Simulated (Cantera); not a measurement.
Input: 1 mol Si2H6, 0.071 mol O2, 4.3 mol NO, equilibrated at 2300 Pa.

Cantera equilibrium calculation (NASA polynomials, part measured and part estimated; ideal gas, pure solids and liquids). Candidate condensed phases: H2O, Si, SiO2, Si2N2O, Si3N4; 35 gas species. The feed counts by its element totals alone. The tables hold silica as quartz up to 1696 K and as liquid above; real silica turns to tridymite and cristobalite and melts near 1996 K. The numbers say what is thermodynamically allowed, not how fast it happens.

Over these rows the condensed part is SiO2(β-quartz). Partial pressures as log10 of bar:

```csv
T (K),1000/T (1/K),log p SiO,log p H2,log p N2,log p H2O
1423,0.7027,-9.02,-1.94,-2.02,-2.70
1473,0.6789,?,-1.94,-2.02,-2.70
1523,0.6566,-7.72,-1.94,-2.02,-2.70
1573,0.6357,-7.13,-1.94,-2.02,-2.70
1623,0.6161,-6.58,-1.94,-2.02,-2.70
1673,0.5977,-6.06,-1.94,-2.02,-2.70
```

Q: Fit log p(SiO) = a + b·(1000/T) to the five rows, give the apparent enthalpy, and predict the row at 1473 K.

A: Means: 1000/T = 0.6418, log p = -7.302. Sxy = -0.185189, Sxx = 0.0065704, so b = -28.19 and a = -7.302 − (-28.19)×0.6418 = 10.79.
Apparent enthalpy: −19.145 × (-28.19) = 540 kJ/mol. With the condensed phases at unit activity, SiO2(β-quartz) + H2(g) = SiO(g) + H2O(g) links this pressure to the main gases: over the six rows their terms move log p by +0.00 in all, so the slope is close to that reaction's ΔH°. The five rows lie within 0.01 of the line.
Prediction at 1473 K: 10.79 + (-28.19)×0.6789 = -8.35. The computed value is -8.35, 0.00 from the line.
